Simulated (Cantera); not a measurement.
A Cantera script and its output.

```python
import numpy as np
import cantera as ct

gas = ct.Solution("gri30.yaml")
gas.TPX = 948, 20000, {'H2': 0.67, 'O2': 1, 'N2': 14}
reactor = ct.IdealGasConstPressureReactor(gas, energy="off", clone=False)
net = ct.ReactorNet([reactor])
net.rtol, net.atol = 1e-08, 1e-18
show = ['H2', 'O2', 'HO2', 'N2O', 'H2O2']
times = np.geomspace(3e-06, 100, 12)

steps = ct.SolutionArray(gas, extra=["t"])
rows = []
print(f"{'t/s':>10s}{'T/K':>9s}{'P/Pa':>11s}" + "".join(f"{s:>11s}" for s in show))
for t in times:
    while net.time < t:
        t_next = net.step()
        steps.append(gas.state, t=t_next)
    rows.append([np.interp(t, steps.t, y) for y in (steps.T, steps.P, *steps(*show).X.T)])
    print(f"{t:10.3e}{rows[-1][0]:9.1f}{rows[-1][1]:11.4g}" + "".join(f"{x:11.3e}" for x in rows[-1][2:]))
rate = np.gradient(steps.T, steps.t)
print("integrator steps:", len(steps.t))
if steps.T.max() > steps.T[0] + 200:
    print(f"time of steepest temperature rise: {steps.t[rate.argmax()]:.4e} s")
gas.TPX = 948, 20000, {'H2': 0.67, 'O2': 1, 'N2': 14}
gas.equilibrate("TP")
print(f"equilibrium (TP): T = {gas.T:.1f} K  " + "  ".join(f"{s} {gas[s].X[0]:.3e}" for s in show))
```

Result:

```
       t/s      T/K       P/Pa         H2         O2        HO2        N2O       H2O2
 3.000e-06    948.0      2e+04  4.276e-02  6.382e-02  2.664e-13  2.556e-22  1.381e-18
 1.449e-05    948.0      2e+04  4.276e-02  6.382e-02  1.302e-12  2.049e-21  3.157e-17
 6.997e-05    948.0      2e+04  4.276e-02  6.382e-02  6.649e-12  7.712e-20  7.656e-16
 3.379e-04    948.0      2e+04  4.276e-02  6.382e-02  4.585e-11  5.409e-18  2.218e-14
 1.632e-03    948.0      2e+04  4.276e-02  6.382e-02  2.431e-08  9.418e-15  1.607e-11
 7.882e-03    948.0      2e+04  1.222e-03  4.388e-02  6.822e-06  7.880e-09  6.495e-07
 3.806e-02    948.0      2e+04  1.584e-04  4.343e-02  2.293e-06  1.071e-08  3.039e-07
 1.838e-01    948.0      2e+04  1.707e-05  4.337e-02  4.222e-07  1.190e-08  7.026e-08
 8.878e-01    948.0      2e+04  5.017e-07  4.336e-02  1.851e-08  1.227e-08  7.522e-09
 4.287e+00    948.0      2e+04  3.896e-09  4.336e-02  9.114e-10  1.237e-08  9.534e-10
 2.071e+01    948.0      2e+04  1.858e-10  4.336e-02  1.460e-10  1.240e-08  1.705e-10
 1.000e+02    948.0      2e+04  3.548e-11  4.336e-02  4.531e-11  1.228e-08  3.614e-11
integrator steps: 1700
equilibrium (TP): T = 948.0 K  H2 8.054e-12  O2 4.336e-02  HO2 5.244e-11  N2O 3.523e-10  H2O2 5.680e-12
```

Model: GRI-Mech 3.0 (53 species, 325 reactions), integrated in Cantera. Below about 950 K walls govern HO2 and H2O2 in real vessels. The temperature is held fixed by assumption; the heat of reaction is taken as removed at once.
